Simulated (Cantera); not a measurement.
Ignition delay

Mixture: 4.34 % C₃H₈, 12.8 % O₂, 82.9 % N₂, equivalence ratio 1.7, at 2200000 Pa, adiabatic and at constant volume. Ignition delay is the time to a rise of 400 K.

Computed with Cantera and GRI-Mech 3.0 (53 species, 325 reactions). GRI-Mech 3.0 was tuned for natural gas; its chemistry of propane as a main component is partial and can be far from experiment. The pressure lies above the range GRI-Mech 3.0 was tuned for (to about 10 atm).

| T0 (K) | delay (ms) |
|---|---|
| 1148 | 3.42 |
| 1223 | 0.912 |
| 1298 | 0.261 |
| 1373 | 0.0839 |
| 1448 | 0.0310 |
| 1523 | 0.0132 |

The apparent activation energy between 1373 and 1523 K is 210 kJ/mol.
